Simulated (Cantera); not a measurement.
A Cantera script and what it prints.

```python
import numpy as np
import cantera as ct

gas_names = """
    CrO3 N N2O
""".split()
cond_names = """
    Cr(cr) Cr(L)
""".split()


# ... load() reads the species with a 1 bar reference pressure and builds the phases ...
species = {s.name: s for s in load("nasa_gas.yaml", gas_names) + load("nasa_condensed.yaml", cond_names)}
# Each term lists the table entries of one substance; the one whose range holds T is used.
reactions = {
    'CrO3(g) + 6 N(g) = 3 N2O(g) + Cr':
        [(-1, ['CrO3']), (-6, ['N']), (3, ['N2O']), (1, ['Cr(cr)', 'Cr(L)'])],
}


def pick(names, T):
    return next(species[n] for n in names if species[n].thermo.min_temp <= T <= species[n].thermo.max_temp)


results = []
for label, terms in reactions.items():
    print(label)
    print("     T/K   dH/kJ  dS/(J/K)   dG/kJ   log10 K")
    for T in [2600, 2650, 2700, 2750, 2800]:
        used = [(nu, pick(names, T)) for nu, names in terms]
        dH = sum(nu * s.thermo.h(T) for nu, s in used) / 1e6
        dS = sum(nu * s.thermo.s(T) for nu, s in used) / 1e3
        dG = dH - T * dS / 1e3
        logK = -dG * 1e6 / (ct.gas_constant * T * np.log(10))
        results.append((label, T, dH, dS, dG, logK, [s.name for _, s in used]))
        print(f"{T:8g} {dH:8.1f} {dS:8.1f} {dG:8.1f} {logK:8.2f}")
```

Output:

```
CrO3(g) + 6 N(g) = 3 N2O(g) + Cr
     T/K   dH/kJ  dS/(J/K)   dG/kJ   log10 K
    2600  -2268.6   -511.4   -939.0    18.86
    2650  -2267.6   -511.0   -913.4    18.00
    2700  -2266.6   -510.6   -887.9    17.18
    2750  -2265.6   -510.3   -862.3    16.38
    2800  -2264.6   -509.9   -836.8    15.61
```

Source: NASA polynomial tables (part measured, part estimated), evaluated in Cantera. Condensed species are held in their standard states even where they would react or evaporate.
